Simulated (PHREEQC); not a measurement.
A PHREEQC input (ion-association model, wateq4f.dat):

```
SOLUTION 1
  temp 25
  units mg/L
  pH 6.05
  pe 2.3
  Na 0.0668
  K 0.0173
  Ca 0.0822
  Mg 0.0432
  Cl 0.0396
  S(6) 0.162 as SO4
  Alkalinity 0.394
  Ba 0.0121
END
USE solution 1
EQUILIBRIUM_PHASES 1
  Quartz 0 0.5
  CO2(g) -2 10
END
```

The run finishes without an error or a warning.

Its last state differs from that of the intended input:

```
quantity                   as run  intended
------------------------  -------  --------
pH                           5.05      5.02
ionic strength (mol/kgw)  2.64e-5   2.62e-5
```

Q: One thing in the input isn't as intended. What explains the difference?

A: This is not unique; one that fits is The fault: 'as HCO3' left off the alkalinity, which is then read as CaCO3.
